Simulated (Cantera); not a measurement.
A perfectly stirred reactor is fed with CH₄ : O₂ : N₂ : CO₂ = 1 : 2.9 : 10.9 : 3 (molar parts), at 5.00 bar; it is adiabatic with a 800 K inlet, and is followed from long to short residence time, starting on the burning branch (τ in s: 0.22, 0.058, 0.015, 0.004, 0.0011, 0.00028, 7.4e-05, 2e-05, 5.1e-06).

Cantera simulation using GRI-Mech 3.0 (53 species, 325 reactions); the numbers are that mechanism's predictions, not measurements.

Question: Predict: blow-out, bracketed by the residence times tried; x(CH₄) at τ = 0.220 s; x(O₂) at τ = 0.220 s; x(CO₂) at τ = 0.220 s; x(CH₂) at τ = 0.220 s; x(HCN) at τ = 0.220 s; x(CH₄) at τ = 1.10 ms; x(O₂) at τ = 1.10 ms; x(CO₂) at τ = 1.10 ms; x(CH₂) at τ = 1.10 ms; x(HCN) at τ = 1.10 ms.

Answer: 
| Item | Result |
|---|---|
| blow-out, bracketed by the residence times tried | burning at 0.280 ms, out at 74.0 µs |
| x(CH₄) at τ = 0.220 s | 1.81e-6 |
| x(O₂) at τ = 0.220 s | 0.0505 |
| x(CO₂) at τ = 0.220 s | 0.224 |
| x(CH₂) at τ = 0.220 s | 5.58e-9 |
| x(HCN) at τ = 0.220 s | 9.79e-9 |
| x(CH₄) at τ = 1.10 ms | 0.000104 |
| x(O₂) at τ = 1.10 ms | 0.0529 |
| x(CO₂) at τ = 1.10 ms | 0.219 |
| x(CH₂) at τ = 1.10 ms | 6.97e-7 |
| x(HCN) at τ = 1.10 ms | 4.48e-8 |
